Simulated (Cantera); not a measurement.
Input (Python, Cantera) and output of one run.

```python
import numpy as np
import cantera as ct

gas_names = """
    B BH BH2 BH3 BN BO BO2 B2 B2O B2O2 B2O3 B3O3H3 H HBO HBO2 HNO HNO2 HNO3 HO2 H2 H2O H2O2 H3B3O6 N NH
    NH2 NH3 NH2OH NO NO2 NO3 N2 N2H2 N2H4 N2O O OH O2 O3
""".split()
cond_names = """
    B(b) B(L) BN(s) B2O3(L) B3O3H3(cr) H2O(s) H2O(L)
""".split()


# ... load() reads the species with a 1 bar reference pressure and builds the phases ...
atoms = {
    'borazine': {'B': 3, 'N': 3, 'H': 6},
    'O2': {'O': 2},
    'NH3': {'N': 1, 'H': 3},
}
top_T = {'BN(s)': 3200}  # K; cautious upper limits of use, not melting points


# ... equilibrate(T, P, feed) seeds the gas with the atoms and calls Mixture.equilibrate('TP', solver="vcs", rtol=1e-11, max_steps=5000) ...
results = []
feed = {'borazine': 1, 'O2': 3.8, 'NH3': 0.48}  # mol
P = 3000  # Pa
for T in [1325, 1425, 1525, 1625, 1725, 1825, 1925, 2025, 2125]:
    mix = equilibrate(T, P, feed)
    results.append((T, P, feed, dict(zip(mix.species_names, mix.species_moles))))

top = {s: max(r[3][s] / sum(r[3][g] for g in gas_names) for r in results) for s in gas_names}
cols = sorted((s for s in top if top[s] > 0.001), key=lambda s: -top[s])[:6]
seen = [c for c in cond_names if any(r[3].get(c, 0) > 1e-12 for r in results)]
print("log10 of partial pressures in bar; condensed amounts in mol")
print(f"{'T/K':>10s}" + "".join(f"{s[:9]:>10s}" for s in cols + seen))
for T, P, feed, n in results:
    ng = sum(n[g] for g in gas_names)
    print(f"{T:10.4g}" + "".join(f"{np.log10(max(n[s] / ng * P / 1e5, 1e-99)):10.3f}" for s in cols)
          + "".join(f"{n.get(c, 0):10.4g}" for c in seen))
```

Result:

```
log10 of partial pressures in bar; condensed amounts in mol
       T/K       H2O      HBO2        N2        H2      B2O3         H   B2O3(L)
      1325    -1.780    -3.274    -2.023    -2.471    -6.436    -7.022     1.447
      1425    -1.800    -2.820    -2.031    -2.479    -5.367    -6.406     1.355
      1525    -1.848    -2.445    -2.047    -2.495    -4.445    -5.874     1.143
      1625    -1.946    -2.147    -2.078    -2.527    -3.643    -5.415    0.7089
      1725    -2.104    -1.960    -2.125    -2.575    -3.014    -5.019         0
      1825    -2.097    -1.971    -2.125    -2.576    -2.957    -4.644         0
      1925    -2.090    -1.983    -2.126    -2.578    -2.909    -4.308         0
      2025    -2.085    -1.995    -2.126    -2.579    -2.869    -4.005         0
      2125    -2.083    -2.010    -2.128    -2.580    -2.837    -3.730         0
```

These are equilibrium values from Cantera (NASA tables, ideal gas, pure condensed phases), not measurements of a reactor. The feed counts by its element totals alone. Gases not in the tables: H3BO3.
